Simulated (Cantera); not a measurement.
Charge: 1 mol SiC, 0.69 mol CO2, 490 mol H2, equilibrated at 120 Torr.

Equilibrium computed with Cantera from the NASA thermochemical tables; the gas is ideal and each condensed phase is pure. Candidate condensed phases: C, C6H6, C7H8, C8H18, H2O, Si, SiC, SiO2; 123 gas species. Mutual solubility and eutectic melting of coexisting phases are not modelled. The tables hold silica as quartz up to 1696 K and as liquid above; real silica turns to tridymite and cristobalite and melts near 1996 K. Gases not in the tables: Si2H6 and higher silanes. Equilibrium is a limit: real reactors are often held back by kinetics, nucleation or transport.

Question: Which condensed phases are stable at each of these points (T (K)): 923, 1023, 1123, 1223, 1323, 1423, 1523, 1623, 1723, 1823, 1923, 2023, 2123, 2223?

Answer: 
| T (K) | condensed phases | Si condensed (%) |
|---|---|---|
| 923 | SiC(s) + SiO2(β-quartz) | 100.0 |
| 1023 | SiC(s) + SiO2(β-quartz) | 100.0 |
| 1123 | SiC(s) + SiO2(β-quartz) | 100.0 |
| 1223 | SiC(s) + SiO2(β-quartz) | 100.0 |
| 1323 | SiC(s) + SiO2(β-quartz) | 99.6 |
| 1423 | SiC(s) + SiO2(β-quartz) | 92.8 |
| 1523 | SiC(s) | 64.9 |
| 1623 | SiC(s) | 65.0 |
| 1723 | SiC(s) | 64.9 |
| 1823 | SiC(s) | 64.6 |
| 1923 | SiC(s) | 63.3 |
| 2023 | SiC(s) | 58.9 |
| 2123 | SiC(s) | 46.1 |
| 2223 | SiC(s) | 12.0 |

From 923 K to 1423 K the condensed part is SiC(s) + SiO2(β-quartz). From 1523 K to 2223 K the condensed part is SiC(s).
